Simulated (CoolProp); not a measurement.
Vapour-liquid equilibrium of propane (1) + R227EA (2) at -10.25 °C; x and y are mole fractions of (1).

Computed with CoolProp (multi-fluid Helmholtz-energy mixture model, Lemmon 2009 and Lemmon 2016; pair parameters Bell 2016).

| x | bubble pressure (bar) | y at the bubble point | dew pressure at overall composition x (bar) | liquid density (mol/L) |
|---|---|---|---|---|
| 0.05 | 1.767 | 0.281 | 1.373 | 9.051 |
| 0.2 | 2.728 | 0.578 | 1.607 | 9.350 |
| 0.35 | 3.214 | 0.674 | 1.930 | 9.693 |
| 0.5 | 3.444 | 0.721 | 2.399 | 10.10 |
| 0.65 | 3.564 | 0.757 | 3.089 | 10.61 |
| 0.8 | 3.626 | 0.810 | 3.622 | 11.23 |
| 0.95 | 3.539 | 0.926 | 3.504 | 12.00 |

y crosses x between x = 0.8 and 0.95: the model has an azeotrope there.

Pair parameters are fitted to limited data, so mixtures are less certain than the pure fluids. With so large a gap from Raoult's law the liquid may split in two, which this calculation doesn't test in full.
